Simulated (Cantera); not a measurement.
An adiabatic, constant-volume homogeneous reactor starts with 11.7 % CO, 3.01 % H₂, 11.6 % CH₄, 15.5 % O₂, 58.2 % N₂, equivalence ratio 2.0, at 950 K and 10.0 bar.

Model: GRI-Mech 3.0 (53 species, 325 reactions), integrated in Cantera. Below about 1000 K GRI-Mech 3.0 lacks low-temperature oxidation paths.

Problem. Predict: time of steepest temperature rise; temperature at 1.00 s; equilibrium temperature; x(CO) at 1.00 s; x(H₂) at 1.00 s; x(CH₄) at 1.00 s; x(O₂) at 1.00 s; x(H₂O) at 1.00 s.

Solution. time of steepest temperature rise: 23.6 ms
temperature at 1.00 s: 2582 K
equilibrium temperature: 2582 K
x(CO) at 1.00 s: 0.177 (gas-phase equilibrium 0.177)
x(H₂) at 1.00 s: 0.100 (gas-phase equilibrium 0.100)
x(CH₄) at 1.00 s: 2.55e-9 (gas-phase equilibrium 2.82e-9)
x(O₂) at 1.00 s: 5.22e-6 (gas-phase equilibrium 5.22e-6)
x(H₂O) at 1.00 s: 0.141 (gas-phase equilibrium 0.141)
